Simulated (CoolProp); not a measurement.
Vapour-liquid equilibrium of carbon dioxide (1) + R152A (2) at 545 kPa; x and y are mole fractions of (1).

Computed with CoolProp (multi-fluid Helmholtz-energy mixture model, Span 1996 and Outcalt 1996; pair parameters Bell 2016).

```tsv
x	bubble temperature (K)	y at the bubble point	dew temperature at overall composition x (K)	liquid density (mol/L)
0.05	283.2	0.321	293.4	14.42
0.15	264.8	0.669	289.9	15.66
0.25	252.4	0.818	286.1	16.79
0.35	243.6	0.890	282.0	17.88
0.45	237.1	0.930	277.4	18.98
0.55	232.1	0.954	272.2	20.14
0.65	228.0	0.970	266.1	21.37
0.75	224.6	0.982	258.7	22.71
0.85	221.7	0.990	248.9	24.17
0.95	219.0	0.997	233.1	25.80
```

No azeotrope shows between x = 0.05 and 0.95.

Pair parameters are fitted to limited data, so mixtures are less certain than the pure fluids.
